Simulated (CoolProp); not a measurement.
Computed with CoolProp (reference Helmholtz-energy equation of state, Lemmon 2013).

For propylene, give the phase and the Z, cv (kJ/(kg K)) at 35.55 °C and 897 kPa.


- 35.55 °C and 897 kPa: gas; Z 0.874, cv 1.45
